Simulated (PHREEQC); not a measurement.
Dissolve 0.0084 mol/kgw HF and 0.0077 mol/kgw CuSO4 at 25 °C. It is in equilibrium with CO2 at log p = -3.4 (atm). Otherwise closed; pH follows from the charge balance.

Computed with PHREEQC (ion-association model, phreeqc.dat).

### Question
The ionic strength comes out as 0.0244 mol/kgw. What activity coefficients do CuF+, HSO4-, F-, H+, SO4-2 get?

### Answer
CuF+ 0.86, HSO4- 0.86, F- 0.86, H+ 0.88, SO4-2 0.56.

No solid was allowed to form.
